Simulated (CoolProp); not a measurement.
Properties of 1-butene along the isotherm 426.6 K.

The numbers come from the reference Helmholtz-energy equation of state, Lemmon 2005 in CoolProp. It is a short technical equation, of lower accuracy than the large ones.

```tsv
p (kPa)	phase	cv (kJ/(kg K))	Joule-Thomson coefficient (K/MPa)	isothermal compressibility (1/MPa)
770	gas	1.901	8.984	1.395
1540	gas	1.930	9.884	0.7668
2310	gas	1.967	11.08	0.5844
3080	gas	2.018	12.75	0.5416
3850	gas	2.102	15.16	0.6719
4620	supercritical	2.192	9.447	0.9236
5390	supercritical	2.084	3.533	0.1190
6160	supercritical	2.056	2.266	0.06327
6930	supercritical	2.042	1.666	0.04363
7700	supercritical	2.033	1.304	0.03353
8470	supercritical	2.026	1.056	0.02733
9240	supercritical	2.022	0.8745	0.02313
10000	supercritical	2.019	0.7358	0.02012
```
